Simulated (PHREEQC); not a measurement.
1 kg of water holding 84 mmol/kgw KCl and 6.6 mmol/kgw CaCl2 is evaporated at 60 °C; the solids stay in contact with the brine. The system is closed to CO2. Solids allowed: Portlandite, Sylvite. Others were left out.

All values are PHREEQC results (Pitzer model, pitzer.dat), not measurements.

```
water left (kg)  ionic strength  water activity  Sylvite (mol)  Ca in solution (mol/kgw)  Cl in solution (mol/kgw)  K in solution (mol/kgw)
---------------  --------------  --------------  -------------  ------------------------  ------------------------  -----------------------
1                         0.104           0.997              0                   0.00660                    0.0972                   0.0840
0.6755                    0.154           0.995              0                   0.00977                     0.144                    0.124
0.4563                    0.227           0.993              0                    0.0145                     0.213                    0.184
0.3082                    0.337           0.990              0                    0.0214                     0.315                    0.273
0.2082                    0.499           0.986              0                    0.0317                     0.467                    0.403
0.1407                    0.738           0.979              0                    0.0469                     0.691                    0.597
0.09502                    1.09           0.968              0                    0.0695                      1.02                    0.884
0.05275                    1.97           0.943              0                     0.125                      1.84                     1.59
0.03564                    2.91           0.914              0                     0.185                      2.73                     2.36
0.02407                    4.31           0.870              0                     0.274                      4.04                     3.49
0.01627                    6.38           0.805              0                     0.406                      5.97                     5.16
0.01099                    7.28           0.783         0.0237                     0.600                      6.68                     5.48
0.007426                   7.85           0.775         0.0455                     0.889                      6.96                     5.18
0.005012                   8.70           0.760         0.0602                      1.32                      7.39                     4.75
```

Sylvite from water left = 0.01337 kg.

Constants without temperature data keep their 25 °C values here.
